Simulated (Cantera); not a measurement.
An isothermal, constant-pressure homogeneous reactor starts with 2.69 % H2, 37.4 % O2, 59.9 % N2, equivalence ratio 0.036, at 1400 K and 12.0 Torr.

Computed with Cantera and the H2/O2 subset of GRI-Mech 3.0, which has no nitrogen chemistry. Radical loss at walls, strong at low pressure, is not modelled.

x: mole fraction; the columns are a selection and need not sum to one.

| t (s) | x H2 | x O2 | x OH | x H2O2 | x HO2 |
|---|---|---|---|---|---|
| 0.000200 | 0.0269 | 0.374 | 5.76e-8 | 6.28e-11 | … |
| 0.000447 | 0.0269 | 0.374 | 4.38e-7 | 2.88e-10 | … |
| 0.00100 | 0.0269 | 0.374 | 2.32e-5 | 1.23e-9 | … |
| 0.00224 | 0.00399 | 0.356 | 0.00469 | 5.55e-8 | … |
| 0.00500 | 0.000578 | 0.352 | 0.00304 | 2.88e-8 | 9.09e-7 |
| 0.0112 | 0.000554 | 0.353 | 0.00298 | 2.86e-8 | 8.99e-7 |
| 0.0250 | 0.000506 | 0.354 | 0.00286 | 2.82e-8 | 8.76e-7 |
| 0.0560 | 0.000416 | 0.356 | 0.00260 | 2.70e-8 | 8.24e-7 |
| 0.125 | 0.000277 | 0.359 | 0.00213 | 2.41e-8 | … |
| 0.280 | 0.000132 | 0.363 | 0.00147 | 1.83e-8 | … |
| 0.626 | 4.35e-5 | 0.365 | 0.000849 | 1.08e-8 | … |
| 1.40 | 1.15e-5 | 0.365 | 0.000438 | 5.09e-9 | … |
| 3.13 | 3.00e-6 | 0.366 | 0.000224 | 2.06e-9 | … |
| 7.00 | 8.67e-7 | 0.366 | 0.000120 | 8.11e-10 | … |

**Question.** Fill in the missing entries.

**Answer.** 
- 0.000200, x HO2: 5.65e-8
- 0.000447, x HO2: 1.27e-7
- 0.00100, x HO2: 3.11e-7
- 0.00224, x HO2: 1.06e-6
- 0.125, x HO2: 7.11e-7
- 0.280, x HO2: 5.11e-7
- 0.626, x HO2: 2.73e-7
- 1.40, x HO2: 1.09e-7
- 3.13, x HO2: 4.08e-8
- 7.00, x HO2: 2.20e-8
